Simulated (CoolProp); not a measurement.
Computed with CoolProp (reference Helmholtz-energy equation of state, Bücker 2006).

**Question.** Give the vapour pressure (MPa), liquid cp (kJ/(kg K)), surface tension (mN/m), liquid viscosity (µPa s) of saturated n-butane at 314.8, 353.5 K.

**Answer.** 
```csv
T (K),p (MPa),liquid cp (kJ/(kg K)),surface tension (mN/m),liquid viscosity (µPa s)
314.8,0.396,2.54,10.1,135
353.5,1.02,2.85,5.97,94.3
```

Viscosity comes from a separate model (Vogel 1999). Surface tension comes from a separate correlation (Mulero 2012).
